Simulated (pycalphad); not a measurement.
Source of the numbers: pycalphad with the COST 507 light-alloy database (1999); pressure 1 atm. These are 1990s assessments: newer ones move some temperatures and phases. Phase fractions are per mole of atoms.

### Question
Give the equilibrium state of Al-0.7076Si (wt.%) at 500 K.

### Answer
```
T = 500.00 K, P = 101325 Pa, N = 1 mol of atoms
G = -15545 J/mol, H = 5196 J/mol, S = 41.48 J/(mol K)  (SER reference)
chemical potentials (J/mol): Al -15579, Si -10615
phase             fraction      x(Al)      x(Si)
FCC_A1              0.9933     0.9999   0.000131
DIAMOND_A4          0.0067   1.22e-11     1.0000
```

FCC_A1 is fcc; DIAMOND_A4 is diamond (Si).
